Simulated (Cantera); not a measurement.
A perfectly stirred reactor is fed with CH4 : N2 = 0.69 : 190 (molar parts), at 0.987 atm; it is held at 1600 K, and followed from long to short residence time.

Computed with Cantera and GRI-Mech 3.0 (53 species, 325 reactions). GRI-Mech 3.0 stops at C3 and has no aromatics, soot or wall deposition, so with more carbon than oxygen in the feed, carbon stays in small species such as C2H2 where larger ones or solid carbon would form.

x: mole fraction; the columns are a selection and need not sum to one.

```csv
τ (s),x CH4,x HCN,x CH2,x H,x H2
9.4,0.000370,5.09e-6,3.88e-9,3.68e-6,0.00484
2.8,0.000645,2.57e-6,6.80e-9,3.42e-6,0.00443
0.85,0.00107,1.22e-6,1.15e-8,3.03e-6,0.00378
0.25,0.00167,4.97e-7,1.86e-8,2.47e-6,0.00284
0.076,0.00234,1.68e-7,2.74e-8,1.79e-6,0.00179
0.023,___,___,___,___,___
0.0069,0.00343,2.96e-9,2.31e-8,3.83e-7,0.000179
0.0021,0.00358,9.16e-11,5.90e-9,1.15e-7,2.13e-5
0.00062,0.00361,3.93e-12,8.51e-10,___,___
0.00018,0.00362,<1e-12,1.10e-10,6.45e-8,1.07e-6
```

Task: Some entries are withheld; supply them.

Result: 
- 0.023, x CH4: 0.00297
- 0.023, x HCN: 3.74e-8
- 0.023, x CH2: 3.34e-8
- 0.023, x H: 1.05e-6
- 0.023, x H2: 0.000808
- 0.00062, x H: 7.15e-8
- 0.00062, x H2: 4.06e-6
